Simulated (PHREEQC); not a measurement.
Consider water at 32 °C with 32 mmol/kgw HF, 0.05 mmol/kgw NaCl and 1.8 mmol/kgw MnSO4. Closed to the air; pH follows from the charge balance.

Equilibrium calculation in PHREEQC: ion-association model, phreeqc.dat.

```json
{
 "pH": "2.39",
 "ionic_strength": "0.0105 mol/kgw",
 "total_alkalinity": "-32.0 meq/kg"
}
```

```tsv
species	molality	activity	log γ
HF	0.0267	0.0268	0.001
H+	0.00443	0.00403	-0.041
F-	0.00434	0.00389	-0.047
Mn+2	0.00160	0.00106	-0.176
SO4-2	0.00122	0.000802	-0.182
HF2-	0.000467	0.000419	-0.046
HSO4-	0.000409	0.000368	-0.046
MnSO4	0.000172	0.000173	0.001
Cl-	4.98e-5	4.47e-5	-0.047
Na+	4.97e-5	4.47e-5	-0.046
MnF+	3.18e-5	2.86e-5	-0.045
MnCl+	2.15e-7	1.94e-7	-0.045
NaSO4-	2.08e-7	1.88e-7	-0.045
NaF	9.99e-8	1.00e-7	0.001
```

Precipitation was switched off in this run.
